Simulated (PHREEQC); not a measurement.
Consider water at 25 °C with 37 mmol/kgw LiBr, 1.7 mmol/kgw MnCl2 and 23 mmol/kgw MgCl2. Closed to the air; pH follows from the charge balance.

Computed with PHREEQC (ion-association model, phreeqc.dat).

Task: The ionic strength comes out as 0.111 mol/kgw. What activity coefficients do Br-, MnCl+, Li+, Mg+2, Mn+2 get?

Result: Br- 0.74, MnCl+ 0.78, Li+ 0.79, Mg+2 0.40, Mn+2 0.39.

No solid was allowed to form.
